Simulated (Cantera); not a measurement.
Feed: 1 mol SiH₂Cl₂, 0.4 mol HCl, 30 mol H₂, held at 873.15 K.

Method: chemical equilibrium by Gibbs-energy minimisation in Cantera with the NASA 1993 tables (ideal gas, pure condensed phases). Candidate condensed phases: Si; 19 gas species. Equilibrium is a limit: real reactors are often held back by kinetics, nucleation or transport.

What share of the Si ends up in condensed phases as a function of P (Pa), at 100, 460, 2100, 9600, 44000, 200000?


```json
[
 {"P (Pa)": "100", "Si condensed (%)": "47.0", "as": "Si(s)"},
 {"P (Pa)": "460", "Si condensed (%)": "43.2", "as": "Si(s)"},
 {"P (Pa)": "2100", "Si condensed (%)": "39.9", "as": "Si(s)"},
 {"P (Pa)": "9600", "Si condensed (%)": "36.7", "as": "Si(s)"},
 {"P (Pa)": "44000", "Si condensed (%)": "33.3", "as": "Si(s)"},
 {"P (Pa)": "200000", "Si condensed (%)": "29.6", "as": "Si(s)"}
]
```
